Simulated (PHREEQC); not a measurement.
Make-up at 27 °C: 0.0033 mol/kgw H3PO4 and 0.0015 mol/kgw HNO3. Closed to the air; pH follows from the charge balance.

The numbers come from PHREEQC with the ion-association model, phreeqc.dat.

```json
[
 {"quantity": "pH", "before": "2.46", "after": "1.84"},
 {"quantity": "ionic strength (mol/kgw)", "before": "0.00371", "after": "0.0161"},
 {"quantity": "H2PO4- (mol/kgw)", "before": "0.00221", "after": "0.00113"},
 {"quantity": "HPO4-2 (mol/kgw)", "before": "4.84e-8", "after": "7.12e-9"}
]
```

Question: What was changed between the two runs?
(A) diluted 10-fold with water
(B) H3PO4 replaced by Na3PO4 at the same molality
(C) HNO3 from 0.0015 to 0.0075 mol/kgw
(D) HNO3 from 0.0015 to 0.015 mol/kgw
(E) temperature from 27 to 30 °C

Answer: D, HNO3 from 0.0015 to 0.015 mol/kgw

Precipitation was switched off in this run.
